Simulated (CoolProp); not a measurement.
Model: reference Helmholtz-energy equation of state, Marx 1992, in CoolProp.

**Question.** Give the vapour pressure (bar), liquid cp (kJ/(kg K)), vapour Z of saturated R113 at 409.9, 427.9, 451.8 K.

**Answer.** 
```json
[
 {"T (K)": "409.9", "p (bar)": "9.53", "liquid cp (kJ/(kg K))": "1.08", "vapour Z": "0.796"},
 {"T (K)": "427.9", "p (bar)": "13.3", "liquid cp (kJ/(kg K))": "1.13", "vapour Z": "0.739"},
 {"T (K)": "451.8", "p (bar)": "19.8", "liquid cp (kJ/(kg K))": "1.28", "vapour Z": "0.644"}
]
```
